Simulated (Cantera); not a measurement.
Input: 1 mol SiH2Cl2, 0.042 mol C2H4, 150 mol H2, at 1748.15 K.

Equilibrium computed with Cantera from the NASA thermochemical tables; the gas is ideal and each condensed phase is pure. Candidate condensed phases: C, C6H6, C7H8, C8H18, Si, SiC; 109 gas species. Mutual solubility and eutectic melting of coexisting phases are not modelled. The tables' values for SiCl are old estimates; treat these amounts as uncertain. Gases not in the tables: Si2H6 and higher silanes. Rates play no part.

x: gas mole fraction; n: condensed amount in mol.

```csv
P (Pa),x H2,x HCl,x H,x Si,x SiCl2,x Cl,n Si(l),n SiC(s)
100,0.979,0.0120,?,0.00146,0.000488,6.76e-5,0.591,0.0822
220,0.982,0.0120,?,0.000663,0.000491,4.57e-5,0.721,0.0832
460,0.984,0.0121,?,0.000317,0.000494,3.17e-5,0.779,0.0836
1000,0.985,0.0121,?,0.000146,0.000495,2.15e-5,0.809,0.0838
2200,0.986,0.0121,?,6.63e-5,0.000496,1.45e-5,0.823,0.0838
4600,0.986,0.0121,?,3.17e-5,0.000497,1.00e-5,0.829,0.0838
10000,0.987,0.0121,?,1.46e-5,0.000497,6.82e-6,0.833,0.0837
22000,0.987,0.0121,?,6.63e-6,0.000497,4.60e-6,0.835,0.0834
46000,0.987,0.0121,?,3.17e-6,0.000497,3.18e-6,0.836,0.0828
100000,0.987,0.0121,?,1.46e-6,0.000496,2.15e-6,0.837,0.0814
```

Complete the blanks.


- 100, x H: 0.00716
- 220, x H: 0.00483
- 460, x H: 0.00335
- 1000, x H: 0.00227
- 2200, x H: 0.00153
- 4600, x H: 0.00106
- 10000, x H: 0.000719
- 22000, x H: 0.000485
- 46000, x H: 0.000335
- 100000, x H: 0.000227
